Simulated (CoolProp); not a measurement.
A single-stage vapour-compression cycle with the fluid: evaporating at 245.15 K (dew point), condensing at 270.15 K (bubble point), superheat 0 K, subcooling 5 K, compressor efficiency 0.6, no pressure losses. The same conditions are run with several fluids, on thermodynamics alone (safety and materials aside).

Model: reference Helmholtz-energy equation of state of each fluid (R125: Lemmon 2005; fluoroethane (R161): Wu 2012; ethylene: Smukala 2000; isobutane: Bücker 2006; R407C: Lemmon 2003; chloromethane (R40): Thol 2014), in CoolProp. Blends and air are pseudo-pure fits.

Problem. Rank R125, fluoroethane (R161), ethylene, isobutane, R407C, chloromethane (R40) by cooling COP, highest first.

Solution. isobutane (5.57), fluoroethane (R161) (5.51), chloromethane (R40) (5.46), R125 (5.37), ethylene (4.39), R407C (4.24)

```csv
fluid,pressure ratio,discharge temperature (K),refrigerating effect (kJ/kg),volumetric capacity (kJ/m³)
R125,2.46,282.9,129,2030
fluoroethane (R161),2.56,306.4,373,1420
ethylene,1.87,295.8,254,9860
isobutane,2.76,286.7,335,501
R407C,3.39,310.6,206,1400
chloromethane (R40),2.75,337.0,400,868
```
